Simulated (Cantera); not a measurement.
Feed: 1 mol toluene, 0.62 mol NH₃, 0.18 mol H₂O, held at 1077 °C.

These are equilibrium values from Cantera (NASA tables, ideal gas, pure condensed phases), not measurements of a reactor. Candidate condensed phases: C, C₆H₆, C₇H₈, C₈H₁₈, H₂O; 136 gas species. Kinetics and transport are ignored.

Question: At 1000 Pa, list the 4 most abundant gas species with their mole fractions, and the condensed phases.

Answer: H₂ 0.912, N₂ 0.0553, CO 0.0321, HCN 7.32e-5. Condensed: C(graphite).
